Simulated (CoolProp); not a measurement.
Octamethyltrisiloxane (MDM) along the isotherm 443.3 K: Z from the reference equation and from simpler models built on Tc = 565.4 K, pc = 1.438 MPa, ω = 0.528; each cubic takes its own stable root.

The numbers come from the reference Helmholtz-energy equation of state, Thol 2017 in CoolProp.

| p (MPa) | phase | reference | van der Waals | Redlich-Kwong | Soave-Redlich-Kwong | Peng-Robinson |
|---|---|---|---|---|---|---|
| 0.0455 | gas | 0.9728 | 0.9831 | 0.9783 | 0.9741 | 0.9727 |
| 0.103 | gas | 0.9359 | 0.9609 | 0.9497 | 0.9396 | 0.9364 |
| 0.235 | liquid | 0.02311 | 0.9058 | 0.8777 | 0.02544 | 0.02245 |
| 0.536 | liquid | 0.05256 | 0.09038 | 0.06329 | 0.05775 | 0.05099 |
| 1.22 | liquid | 0.1190 | 0.1989 | 0.1412 | 0.1301 | 0.1150 |
| 2.78 | liquid | 0.2679 | 0.4312 | 0.3105 | 0.2904 | 0.2574 |
| 6.32 | liquid | 0.5959 | 0.9199 | 0.6685 | 0.6375 | 0.5671 |
| 14.4 | liquid | 1.309 | 1.954 | 1.420 | 1.380 | 1.234 |

At some of these states van der Waals, Redlich-Kwong gives the other phase, because its saturation line lies elsewhere.
